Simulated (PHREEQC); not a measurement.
Dissolve 0.031 mol/kgw K2CO3 and 0.0041 mol/kgw H3BO3 at 25 °C. Closed to the air; pH follows from the charge balance.

Equilibrium calculation in PHREEQC: ion-association model, phreeqc.dat.

```csv
quantity,before,after
pH,10.77,10.14
CO3-2 (mol/kgw),0.0262,0.0212
HCO3- (mol/kgw),0.00478,0.00979
H3BO3 (mol/kgw),9.13e-5,0.000151
CO2 (mol/kgw),1.43e-7,1.24e-6
```

What was changed between the two runs?
A. temperature from 25 to 85 °C
B. 0.0027 mol/kgw TMAH added
C. temperature from 25 to 15 °C
D. H3BO3 from 0.0041 to 0.00451 mol/kgw
E. diluted 5-fold with water

A, temperature from 25 to 85 °C

Precipitation was switched off in this run. Away from 25 °C the constants follow the database's enthalpies or fits; those with neither stay at their 25 °C values.
